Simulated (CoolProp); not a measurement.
A single-stage vapour-compression cycle with the fluid: evaporating at 271.15 K (dew point), condensing at 332.15 K (bubble point), superheat 10 K, subcooling 8 K, compressor efficiency 0.85, no pressure losses. The same conditions are run with several fluids, on thermodynamics alone (safety and materials aside).

The numbers come from the reference Helmholtz-energy equation of state of each fluid (R11: Jacobsen 1992; R113: Marx 1992; isobutane: Bücker 2006; R507A: Lemmon 2003; vinyl chloride: Thol 2022; CH2F2 (R32): Tillner-Roth 1997) in CoolProp. Blends and air are pseudo-pure fits.

```json
[
 {"fluid": "R11", "cooling COP": "3.25", "pressure ratio": "8.27", "discharge temperature (K)": "363.7", "refrigerating effect (kJ/kg)": "149", "volumetric capacity (kJ/m³)": "329"},
 {"fluid": "R113", "cooling COP": "3.17", "pressure ratio": "10.7", "discharge temperature (K)": "340.1", "refrigerating effect (kJ/kg)": "117", "volumetric capacity (kJ/m³)": "129"},
 {"fluid": "isobutane", "cooling COP": "2.97", "pressure ratio": "5.81", "discharge temperature (K)": "340.4", "refrigerating effect (kJ/kg)": "243", "volumetric capacity (kJ/m³)": "927"},
 {"fluid": "R507A", "cooling COP": "2.43", "pressure ratio": "___", "discharge temperature (K)": "___", "refrigerating effect (kJ/kg)": "92.8", "volumetric capacity (kJ/m³)": "___"},
 {"fluid": "vinyl chloride", "cooling COP": "3.16", "pressure ratio": "6.05", "discharge temperature (K)": "384.6", "refrigerating effect (kJ/kg)": "272", "volumetric capacity (kJ/m³)": "1220"},
 {"fluid": "CH2F2 (R32)", "cooling COP": "___", "pressure ratio": "5.05", "discharge temperature (K)": "399.3", "refrigerating effect (kJ/kg)": "228", "volumetric capacity (kJ/m³)": "4430"}
]
```

Q: Fill in the missing entries.

A: 
- R507A, pressure ratio: 4.93
- R507A, discharge temperature (K): 351.8
- R507A, volumetric capacity (kJ/m³): 2640
- CH2F2 (R32), cooling COP: 2.67
